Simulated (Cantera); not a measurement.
## Gas activation for diamond growth

An isothermal, constant-pressure homogeneous reactor starts with CH₄ : H₂ : H = 0.16 : 1 : 0.0074 (molar parts), at 2550 K and 13300 Pa.

Detailed kinetics in Cantera: GRI-Mech 3.0 (53 species, 325 reactions). GRI-Mech 3.0 stops at C3 and has no aromatics, soot or wall deposition, so with more carbon than oxygen in the feed, carbon stays in small species such as C2H2 where larger ones or solid carbon would form.

| t (s) | x CH₄ | x H₂ | x H | x C₂H₂ | x CH₂ | x CH₃ | x C₂H₄ |
|---|---|---|---|---|---|---|---|
| 0.000800 | 0.000705 | 0.896 | 0.0445 | 0.0582 | 4.79e-5 | 0.000621 | 9.87e-6 |
| 0.00246 | 9.48e-5 | 0.882 | 0.0597 | 0.0582 | 1.26e-5 | 0.000114 | 5.87e-6 |
| 0.00755 | 3.45e-5 | 0.866 | 0.0756 | 0.0577 | 7.65e-6 | 5.33e-5 | 4.33e-6 |
| 0.0232 | 3.03e-5 | 0.862 | 0.0799 | 0.0575 | 7.55e-6 | 4.96e-5 | 4.03e-6 |
| 0.0713 | 3.03e-5 | 0.862 | 0.0799 | 0.0575 | 7.55e-6 | 4.95e-5 | 4.02e-6 |
| 0.219 | 3.03e-5 | 0.862 | 0.0799 | 0.0575 | 7.55e-6 | 4.95e-5 | 4.02e-6 |
| 0.673 | 3.03e-5 | 0.862 | 0.0799 | 0.0575 | 7.55e-6 | 4.95e-5 | 4.02e-6 |
| 2.07 | 3.03e-5 | 0.862 | 0.0799 | 0.0575 | 7.55e-6 | 4.95e-5 | 4.02e-6 |
| 6.36 | 3.03e-5 | 0.862 | 0.0799 | 0.0575 | 7.55e-6 | 4.95e-5 | 4.02e-6 |
| 19.5 | 3.03e-5 | 0.862 | 0.0799 | 0.0575 | 7.55e-6 | 4.95e-5 | 4.02e-6 |
| 60.0 | 3.03e-5 | 0.862 | 0.0799 | 0.0575 | 7.55e-6 | 4.95e-5 | 4.02e-6 |
x: mole fraction; the columns are a selection and need not sum to one.

Equilibrium at this temperature and pressure: CH₄ 3.07e-5, H₂ 0.862, H 0.0799, C₂H₂ 0.0575, CH₂ 7.66e-6, CH₃ 5.02e-5, C₂H₄ 4.02e-6 (gas phase only).
